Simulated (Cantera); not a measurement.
A Cantera script and its output.

```python
import numpy as np
import cantera as ct

gas = ct.Solution("gri30.yaml")
gas.TPX = 1175, 1700, {'H2': 0.068, 'O2': 1}
reactor = ct.IdealGasConstPressureReactor(gas, energy="off", clone=False)
net = ct.ReactorNet([reactor])
net.rtol, net.atol = 1e-08, 1e-18
show = ['H2', 'O2', 'H2O2', 'H2O', 'OH', 'HO2']
times = np.geomspace(7e-05, 60, 13)

steps = ct.SolutionArray(gas, extra=["t"])
rows = []
print(f"{'t/s':>10s}{'T/K':>9s}{'P/Pa':>11s}" + "".join(f"{s:>11s}" for s in show))
for t in times:
    while net.time < t:
        t_next = net.step()
        steps.append(gas.state, t=t_next)
    rows.append([np.interp(t, steps.t, y) for y in (steps.T, steps.P, *steps(*show).X.T)])
    print(f"{t:10.3e}{rows[-1][0]:9.1f}{rows[-1][1]:11.4g}" + "".join(f"{x:11.3e}" for x in rows[-1][2:]))
rate = np.gradient(steps.T, steps.t)
print("integrator steps:", len(steps.t))
if steps.T.max() > steps.T[0] + 200:
    print(f"time of steepest temperature rise: {steps.t[rate.argmax()]:.4e} s")
gas.TPX = 1175, 1700, {'H2': 0.068, 'O2': 1}
gas.equilibrate("TP")
print(f"equilibrium (TP): T = {gas.T:.1f} K  " + "  ".join(f"{s} {gas[s].X[0]:.3e}" for s in show))
```

It prints:

```
       t/s      T/K       P/Pa         H2         O2       H2O2        H2O         OH        HO2
 7.000e-05   1175.0       1700  6.367e-02  9.363e-01  5.553e-13  8.685e-10  1.374e-09  3.022e-09
 2.185e-04   1175.0       1700  6.367e-02  9.363e-01  5.416e-12  1.947e-08  1.133e-08  9.498e-09
 6.822e-04   1175.0       1700  6.367e-02  9.363e-01  5.729e-11  2.520e-06  1.000e-06  3.904e-08
 2.130e-03   1175.0       1700  8.848e-03  8.985e-01  3.703e-07  4.398e-02  6.483e-03  6.287e-06
 6.649e-03   1175.0       1700  1.083e-03  8.995e-01  1.409e-07  5.716e-02  3.484e-03  5.555e-06
 2.076e-02   1175.0       1700  5.508e-04  9.176e-01  1.485e-07  6.183e-02  2.492e-03  4.741e-06
 6.481e-02   1175.0       1700  1.245e-04  9.304e-01  1.225e-07  6.475e-02  1.185e-03  2.671e-06
 2.023e-01   1175.0       1700  1.604e-05  9.336e-01  6.214e-08  6.550e-02  4.288e-04  8.049e-07
 6.316e-01   1175.0       1700  2.099e-06  9.341e-01  2.203e-08  6.568e-02  1.569e-04  1.682e-07
 1.972e+00   1175.0       1700  3.560e-07  9.342e-01  6.852e-09  6.573e-02  6.522e-05  3.614e-08
 6.156e+00   1175.0       1700  7.730e-08  9.342e-01  2.088e-09  6.575e-02  3.058e-05  1.045e-08
 1.922e+01   1175.0       1700  2.008e-08  9.342e-01  6.558e-10  6.576e-02  1.564e-05  6.204e-09
 6.000e+01   1175.0       1700  6.533e-09  9.342e-01  2.430e-10  6.576e-02  8.935e-06  7.495e-09
integrator steps: 1943
equilibrium (TP): T = 1175.0 K  H2 3.925e-09  O2 9.342e-01  H2O2 1.580e-10  H2O 6.576e-02  OH 6.923e-06  HO2 9.055e-09
```

Cantera simulation using GRI-Mech 3.0 (53 species, 325 reactions); the numbers are that mechanism's predictions, not measurements. Radical loss at walls, strong at low pressure, is not modelled. The temperature is held fixed by assumption; the heat of reaction is taken as removed at once.
